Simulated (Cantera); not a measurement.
A closed system holds: 1 mol C2F6, 1.2 mol HCl, 1.6 mol H2, equilibrated at 1798.15 K and 0.100 bar.

Equilibrium computed with Cantera from the NASA thermochemical tables; the gas is ideal and each condensed phase is pure. Candidate condensed phases: C, C6H6, C7H8, C8H18; 118 gas species. The feed counts by its element totals alone. Gases not in the tables: C2F6 and larger saturated fluorocarbons. The numbers say what is thermodynamically allowed, not how fast it happens.

Q: What is the equilibrium state?

A: 
- x(HF): 0.723
- x(Cl): 0.127
- x(CF4): 0.0805
- x(HCl): 0.0496
- x(Cl2): 0.0164
- x(CF2): 0.00155
- x(CClF3): 0.00144
- x(F): 0.000398
- x(CF3): 0.000171
- n(C(graphite)): 1.52 mol
- gas amount: 5.695 mol
